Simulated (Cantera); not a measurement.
Charge: 1 mol SiO2, 1.4 mol HF, 0.22 mol H2, held at 1400 K.

Equilibrium computed with Cantera from the NASA thermochemical tables; the gas is ideal and each condensed phase is pure. Candidate condensed phases: H2O, Si, SiO2; 38 gas species. The tables' values for SiF3 are old estimates; treat these amounts as uncertain. The tables hold silica as quartz up to 1696 K and as liquid above; real silica turns to tridymite and cristobalite and melts near 1996 K. The numbers say what is thermodynamically allowed, not how fast it happens.

Problem. At 27.0 Pa, list the 4 most abundant gas species with their mole fractions, and the condensed phases.

Solution. HF 0.818, H2 0.138, H2O 0.0298, SiF4 0.0148. Condensed: SiO2(β-quartz).
